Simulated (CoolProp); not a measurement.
1,2-dichloroethane at 478.66 K and 5.72 MPa is throttled through a valve to 2.87 MPa with no heat exchange. Each further row changes one setting.

Computed with CoolProp (reference Helmholtz-energy equation of state, Thol 2015).

| case | temperature change (K) | final phase | final density (kg/m³) |
|---|---|---|---|
| as stated | -0.4 | liquid | 931 |
| outlet pressure 0.861 MPa | -34.4 | two-phase, vapour fraction 0.199 | 121 |
| outlet pressure 3.73 MPa | -0.2 | liquid | 935 |
